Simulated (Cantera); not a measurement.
Thermodynamics of carbothermic reduction, feed Cu₂O + C + H₂

Charge: 1 mol Cu₂O, 3.4 mol C, 7.3 mol H₂, equilibrated at 7.80 bar.

These are equilibrium values from Cantera (NASA tables, ideal gas, pure condensed phases), not measurements of a reactor. Candidate condensed phases: C, C₆H₆, C₇H₈, C₈H₁₈, Cu, CuO, Cu(OH)₂, Cu₂O, H₂O; 113 gas species. Rates play no part.

```json
[
 {"T (K)": "823", "x H₂": "0.271", "x CH₄": "0.535", "x H₂O": "0.173", "x CO": "0.00617", "x Cu": "<1e-12", "x C₂H₂ (acetylene)": "<1e-12", "x CO₂": "0.0142", "x H": "1.37e-12", "n C(graphite)": "0.722", "n Cu(s)": "2.00", "n Cu(l)": "0"},
 {"T (K)": "1023", "x H₂": "0.624", "x CH₄": "0.228", "x H₂O": "0.0793", "x CO": "0.0596", "x Cu": "4.93e-12", "x C₂H₂ (acetylene)": "1.31e-9", "x CO₂": "0.00990", "x H": "1.17e-9", "n C(graphite)": "1.53", "n Cu(s)": "2.00", "n Cu(l)": "0"},
 {"T (K)": "1223", "x H₂": "0.804", "x CH₄": "0.0671", "x H₂O": "0.0143", "x CO": "0.113", "x Cu": "2.94e-9", "x C₂H₂ (acetylene)": "1.26e-7", "x CO₂": "0.00138", "x H": "9.65e-8", "n C(graphite)": "2.01", "n Cu(s)": "2.00", "n Cu(l)": "0"},
 {"T (K)": "1423", "x H₂": "0.855", "x CH₄": "0.0217", "x H₂O": "0.00248", "x CO": "0.121", "x Cu": "2.68e-7", "x C₂H₂ (acetylene)": "2.94e-6", "x CO₂": "0.000155", "x H": "2.20e-6", "n C(graphite)": "2.25", "n Cu(s)": "0", "n Cu(l)": "2.00"},
 {"T (K)": "1623", "x H₂": "0.870", "x CH₄": "0.00875", "x H₂O": "0.000621", "x CO": "0.121", "x Cu": "7.12e-6", "x C₂H₂ (acetylene)": "3.03e-5", "x CO₂": "2.79e-5", "x H": "2.31e-5", "n C(graphite)": "2.33", "n Cu(s)": "0", "n Cu(l)": "2.00"},
 {"T (K)": "1823", "x H₂": "0.874", "x CH₄": "0.00425", "x H₂O": "0.000210", "x CO": "0.121", "x Cu": "9.03e-5", "x C₂H₂ (acetylene)": "0.000185", "x CO₂": "7.41e-6", "x H": "0.000145", "n C(graphite)": "2.36", "n Cu(s)": "0", "n Cu(l)": "2.00"},
 {"T (K)": "2023", "x H₂": "0.875", "x CH₄": "0.00239", "x H₂O": "8.81e-5", "x CO": "0.121", "x Cu": "0.000682", "x C₂H₂ (acetylene)": "0.000781", "x CO₂": "2.60e-6", "x H": "0.000636", "n C(graphite)": "2.37", "n Cu(s)": "0", "n Cu(l)": "1.99"},
 {"T (K)": "2223", "x H₂": "0.870", "x CH₄": "0.00148", "x H₂O": "4.31e-5", "x CO": "0.120", "x Cu": "0.00354", "x C₂H₂ (acetylene)": "0.00253", "x CO₂": "1.11e-6", "x H": "0.00214", "n C(graphite)": "2.34", "n Cu(s)": "0", "n Cu(l)": "1.97"},
 {"T (K)": "2423", "x H₂": "0.854", "x CH₄": "0.000970", "x H₂O": "2.34e-5", "x CO": "0.119", "x Cu": "0.0139", "x C₂H₂ (acetylene)": "0.00661", "x CO₂": "5.43e-7", "x H": "0.00587", "n C(graphite)": "2.28", "n Cu(s)": "0", "n Cu(l)": "1.88"},
 {"T (K)": "2623", "x H₂": "0.812", "x CH₄": "0.000639", "x H₂O": "1.32e-5", "x CO": "0.114", "x Cu": "0.0437", "x C₂H₂ (acetylene)": "0.0144", "x CO₂": "2.84e-7", "x H": "0.0136", "n C(graphite)": "2.14", "n Cu(s)": "0", "n Cu(l)": "1.60"}
]
```
x: gas mole fraction; n: condensed amount in mol.

From 823 K to 1223 K the condensed part is C(graphite) + Cu(s). From 1423 K to 2623 K the condensed part is C(graphite) + Cu(l).
